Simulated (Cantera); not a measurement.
A closed system holds: 1 mol TiO₂, 2.7 mol MgO, 0.3 mol O₂, held at 100 Torr.

These are equilibrium values from Cantera (NASA tables, ideal gas, pure condensed phases), not measurements of a reactor. Candidate condensed phases: Mg, MgO, MgTiO₃, MgTi₂O₅, Mg₂TiO₄, Ti, TiO, TiO₂, Ti₂O₃, Ti₃O₅, Ti₄O₇; 9 gas species. Mutual solubility and eutectic melting of coexisting phases are not modelled. Condensed phases not in the tables: alloys, solid solutions and most ternary compounds. Rates play no part.

x: gas mole fraction; n: condensed amount in mol.

| T (K) | x O₂ | x O | x Mg | x MgO | x TiO₂ | x O₃ | n MgO(s) | n Mg₂TiO₄(s) | n Mg₂TiO₄(l) |
|---|---|---|---|---|---|---|---|---|---|
| 1823 | 1.000 | 0.000413 | 1.28e-9 | 3.38e-9 | 3.33e-9 | 8.96e-9 | 0.700 | 1.00 | 0 |
| 1923 | 0.999 | 0.000991 | 1.56e-8 | 3.20e-8 | 2.72e-8 | 1.48e-8 | 0.700 | 1.00 | 0 |
| 2023 | 0.998 | 0.00218 | 1.48e-7 | 2.42e-7 | 1.71e-7 | 2.34e-8 | 0.700 | 0 | 1.00 |
| 2123 | 0.996 | (withheld) | (withheld) | (withheld) | (withheld) | (withheld) | 0.700 | 0 | 1.00 |
| 2223 | 0.991 | 0.00852 | 7.18e-6 | 7.95e-6 | 2.11e-6 | 5.15e-8 | 0.700 | 0 | 1.000 |
| 2323 | 0.985 | (withheld) | (withheld) | (withheld) | (withheld) | (withheld) | 0.700 | 0 | 1.000 |
| 2423 | 0.973 | 0.0265 | 0.000182 | 0.000145 | 1.63e-5 | 9.92e-8 | 0.700 | 0 | 1.000 |
| 2523 | 0.955 | 0.0434 | 0.000755 | 0.000519 | 3.93e-5 | 1.31e-7 | 0.700 | 0 | 1.000 |

Question: Complete the blanks.

Answer: 
- 2323, x O: 0.0154
- 2323, x Mg: 3.87e-5
- 2323, x MgO: 3.62e-5
- 2323, x TiO₂: 6.16e-6
- 2323, x O₃: 7.27e-8
- 2123, x O: 0.00445
- 2123, x Mg: 1.13e-6
- 2123, x MgO: 1.51e-6
- 2123, x TiO₂: 6.42e-7
- 2123, x O₃: 3.53e-8
